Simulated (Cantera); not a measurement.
A perfectly stirred reactor is fed with CH₃OH : O₂ : N₂ = 1 : 2.24 : 17.9 (molar parts), equivalence ratio 0.67, at 6750 Torr; it is adiabatic with a 573 K inlet, and is followed from long to short residence time, starting on the burning branch (τ in s: 0.039, 0.021, 0.011, 0.006, 0.0032, 0.0017, 0.00093, 0.0005, 0.00027, 0.00014, 7.7e-05, 4.1e-05, 2.2e-05).

Cantera simulation using GRI-Mech 3.0 (53 species, 325 reactions); the numbers are that mechanism's predictions, not measurements. GRI-Mech 3.0 was tuned for natural gas; its chemistry of methanol as a main component is partial and can be far from experiment.

Predict: blow-out, bracketed by the residence times tried; x(CH₃OH) at τ = 39.0 ms; x(O₂) at τ = 39.0 ms; x(NO₂) at τ = 39.0 ms; x(CH₄) at τ = 39.0 ms; x(NO) at τ = 39.0 ms; x(CH₃OH) at τ = 0.930 ms; x(O₂) at τ = 0.930 ms.


- blow-out, bracketed by the residence times tried = burning at 6.00 ms, out at 3.20 ms
- x(CH₃OH) at τ = 39.0 ms = 2.17e-5
- x(O₂) at τ = 39.0 ms = 0.0346
- x(NO₂) at τ = 39.0 ms = 7.07e-8
- x(CH₄) at τ = 39.0 ms = 2.13e-8
- x(NO) at τ = 39.0 ms = 4.84e-7
- x(CH₃OH) at τ = 0.930 ms = 0.0473
- x(O₂) at τ = 0.930 ms = 0.106
